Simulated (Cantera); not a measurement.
A closed system holds: 1 mol CuO, 0.65 mol CO, 2.6 mol N2, held at 1198 K and 2.25 Torr.

These are equilibrium values from Cantera (NASA tables, ideal gas, pure condensed phases), not measurements of a reactor. Candidate condensed phases: C, Cu, CuO, Cu2O; 27 gas species. Mutual solubility and eutectic melting of coexisting phases are not modelled. Equilibrium is a limit: real reactors are often held back by kinetics, nucleation or transport.

Base state: N2 0.800, CO2 0.200, O2 2.68e-5, CO 1.17e-5 (mole fractions); condensed: Cu(s) + Cu2O(s).

Task: What changes in the equilibrium state with this change: temperature from 1198 K to 1625 K?

Result: 
```csv
species,before,after
N2,0.800,0.744
CO2,0.200,0.186
O2,2.68e-5,0.0497
Cu,3.87e-6,0.0190
CuO,<1e-9,3.87e-5
O,2.27e-9,7.93e-5
"Cu(s), mol",0.300,0
"Cu2O(s), mol",0.350,0
"Cu(l), mol",0,0.933
```

Task: What changes in the equilibrium state with this change: 0.3 mol H2 added?

Result: 
| species | before | after |
|---|---|---|
| N2 | 0.800 | 0.732 |
| CO2 | 0.200 | 0.183 |
| H2O | 0 | 0.0845 |
| CO | 1.17e-5 | 1.07e-5 |
| O2 | 2.68e-5 | 2.68e-5 |
| Cu(s), mol | 0.300 | 0.900 |
| Cu2O(s), mol | 0.350 | 0.0499 |
Further candidate phases: C6H6, C7H8, C8H18, Cu(OH)2, H2O.
